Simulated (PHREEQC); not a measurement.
A solution holds 0.053 mol ZnSO4, 0.0028 mol NaCl and 0.00085 mol MnSO4 per kg of water, at 35 °C. Closed to the air; pH follows from the charge balance.

Model: ion-association model, wateq4f.dat, run in PHREEQC.

This is a speciation only: nothing precipitates in the calculation.

Question: What pH, ionic strength does the model give?

Answer: pH 5.46; ionic strength 0.115 mol/kgw.

Question: In which forms is Mn present?

Answer: Mn+2 60 %, MnSO4 40 % of the Mn.

Complexes and solids missing from the database can't appear.
